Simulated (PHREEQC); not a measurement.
Dissolve 0.12 mol/kgw KH2PO4 and 8.4e-05 mol/kgw HCl at 25 °C. Closed to the air; pH follows from the charge balance.

Equilibrium calculation in PHREEQC: ion-association model, phreeqc.dat.

Precipitation was switched off in this run.

### Question
What pH does the model give?

### Answer
pH 4.42.
